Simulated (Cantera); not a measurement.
A Cantera script and what it prints.

```python
import numpy as np
import cantera as ct

gas_names = [...]  # 110 gases of nasa_gas.yaml made of C, H, O
cond_names = """
    C(gr) C6H6(L) C7H8(L) C8H18(L),n-octa H2O(s) H2O(L)
""".split()


# ... load() reads the species with a 1 bar reference pressure and builds the phases ...
atoms = {
    'acetone': {'C': 3, 'H': 6, 'O': 1},
    'H2O': {'H': 2, 'O': 1},
    'H2': {'H': 2},
}
top_T = {'C(gr)': 4500}  # K; cautious upper limits of use, not melting points


# ... equilibrate(T, P, feed) seeds the gas with the atoms and calls Mixture.equilibrate('TP', solver="vcs", rtol=1e-11, max_steps=5000) ...
results = []
feed = {'acetone': 1, 'H2O': 0.024, 'H2': 5.6}  # mol
T = 2148.15  # K
for P in [10, 56, 320, 1800, 10000, 56000, 320000, 1800000, 10000000]:
    mix = equilibrate(T, P, feed)
    results.append((T, P, feed, dict(zip(mix.species_names, mix.species_moles))))

top = {s: max(r[3][s] / sum(r[3][g] for g in gas_names) for r in results) for s in gas_names}
cols = sorted((s for s in top if top[s] > 0.001), key=lambda s: -top[s])[:7]
seen = [c for c in cond_names if any(r[3].get(c, 0) > 1e-12 for r in results)]
print("log10 of partial pressures in bar; condensed amounts in mol")
print(f"{'P/Pa':>10s}" + "".join(f"{s[:9]:>10s}" for s in cols + seen))
for T, P, feed, n in results:
    ng = sum(n[g] for g in gas_names)
    print(f"{P:10.4g}" + "".join(f"{np.log10(max(n[s] / ng * P / 1e5, 1e-99)):10.3f}" for s in cols)
          + "".join(f"{n.get(c, 0):10.4g}" for c in seen))
```

Result:

```
log10 of partial pressures in bar; condensed amounts in mol
      P/Pa        H2         H        CO       CH4 C2H2,acet     C(gr)
        10    -4.230    -4.494    -5.050   -11.989    -6.947     1.949
        56    -3.378    -4.069    -4.260   -10.286    -6.095     1.946
       320    -2.576    -3.668    -3.484    -8.683    -5.294     1.944
      1800    -1.808    -3.284    -2.725    -7.146    -4.525     1.943
     1e+04    -1.055    -2.907    -1.977    -5.641    -3.773     1.943
   5.6e+04    -0.304    -2.532    -1.227    -4.138    -3.021     1.942
   3.2e+05     0.454    -2.153    -0.469    -2.622    -2.263     1.935
   1.8e+06     1.203    -1.778     0.282    -1.124    -1.515     1.902
     1e+07     1.938    -1.411     1.033     0.345    -0.780     1.731
```

Equilibrium computed with Cantera from the NASA thermochemical tables; the gas is ideal and each condensed phase is pure. The feed counts by its element totals alone. The ideal-gas law is rough above about 30 bar.
